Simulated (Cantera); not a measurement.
Input (Python, Cantera) and output of one run.

```python
import numpy as np
import cantera as ct

gas_names = """
    B BH BH2 BH3 BN BO BO2 B2 B2O B2O2 B2O3 B3O3H3 H HBO HBO2 HNO HNO2 HNO3 HO2 H2 H2O H2O2 H3B3O6 N NH
    NH2 NH3 NH2OH NO NO2 NO3 N2 N2H2 N2H4 N2O O OH O2 O3
""".split()
cond_names = """
    B(b) B(L) BN(s) B2O3(L) B3O3H3(cr) H2O(s) H2O(L)
""".split()


# ... load() reads the species with a 1 bar reference pressure and builds the phases ...
atoms = {
    'borazine': {'B': 3, 'N': 3, 'H': 6},
    'H2': {'H': 2},
    'N2': {'N': 2},
    'O2': {'O': 2},
}
top_T = {'BN(s)': 3200}  # K; cautious upper limits of use, not melting points


# ... equilibrate(T, P, feed) seeds the gas with the atoms and calls Mixture.equilibrate('TP', solver="vcs", rtol=1e-11, max_steps=5000) ...
results = []
feed = {'borazine': 1, 'H2': 72, 'N2': 7.2, 'O2': 0.52}  # mol
P = 25  # Pa
for T in [1125, 1225, 1325, 1425, 1525, 1625, 1725, 1825, 1925, 2025, 2125]:
    mix = equilibrate(T, P, feed)
    results.append((T, P, feed, dict(zip(mix.species_names, mix.species_moles))))
    x = sorted(zip(gas.X, gas.species_names), reverse=True)
    print(f"T = {T:g} K  P = {P:g} Pa  gas = {mix.phase_moles(0):.4g} mol")
    print("   x: " + "  ".join(f"{s} {v:.3e}" for v, s in x if v > 0.001))
    print("   condensed (mol): " + ("  ".join(f"{mix.phase(i).name} {mix.phase_moles(i):.4g}"
          for i in range(1, mix.n_phases) if mix.phase_moles(i) > 1e-12) or "none"))
```

Result:

```
T = 1125 K  P = 25 Pa  gas = 82.55 mol
   x: H2 9.082e-01  N2 9.130e-02
   condensed (mol): BN(s) 2.326  B2O3(L) 0.325
T = 1225 K  P = 25 Pa  gas = 82.6 mol
   x: H2 9.071e-01  N2 9.116e-02  HBO2 1.122e-03
   condensed (mol): BN(s) 2.342  B2O3(L) 0.2635
T = 1325 K  P = 25 Pa  gas = 82.87 mol
   x: H2 9.020e-01  N2 9.089e-02  HBO2 3.223e-03  HBO 2.348e-03  B2O3 1.131e-03
   condensed (mol): BN(s) 2.337
T = 1425 K  P = 25 Pa  gas = 83.05 mol
   x: H2 8.990e-01  N2 9.171e-02  HBO 5.943e-03  HBO2 1.515e-03
   condensed (mol): BN(s) 2.166
T = 1525 K  P = 25 Pa  gas = 83.26 mol
   x: H2 8.952e-01  N2 9.240e-02  HBO 9.263e-03  H 1.416e-03
   condensed (mol): BN(s) 2.014
T = 1625 K  P = 25 Pa  gas = 83.45 mol
   x: H2 8.916e-01  N2 9.246e-02  HBO 9.984e-03  H 4.213e-03  BO 1.037e-03
   condensed (mol): BN(s) 1.968
T = 1725 K  P = 25 Pa  gas = 83.8 mol
   x: H2 8.848e-01  N2 9.213e-02  H 1.105e-02  HBO 9.275e-03  BO 2.249e-03
   condensed (mol): BN(s) 1.96
T = 1825 K  P = 25 Pa  gas = 84.51 mol
   x: H2 8.705e-01  N2 9.140e-02  H 2.599e-02  HBO 7.762e-03  BO 4.017e-03
   condensed (mol): BN(s) 1.951
T = 1925 K  P = 25 Pa  gas = 86.89 mol
   x: H2 8.325e-01  N2 1.001e-01  H 5.517e-02  BO 5.927e-03  HBO 5.728e-03
   condensed (mol): B(b) 1.919
T = 2025 K  P = 25 Pa  gas = 89.45 mol
   x: H2 7.823e-01  H 1.077e-01  N2 9.726e-02  BO 7.541e-03  HBO 3.866e-03
   condensed (mol): B(b) 1.837
T = 2125 K  P = 25 Pa  gas = 94.02 mol
   x: H2 6.998e-01  H 1.921e-01  N2 9.253e-02  BO 8.474e-03  B 3.771e-03  HBO 2.383e-03
   condensed (mol): B(b) 1.521
```

These are equilibrium values from Cantera (NASA tables, ideal gas, pure condensed phases), not measurements of a reactor. The feed counts by its element totals alone. Mutual solubility and eutectic melting of coexisting phases are not modelled. The tables' values for BH2 are old estimates; treat these amounts as uncertain.
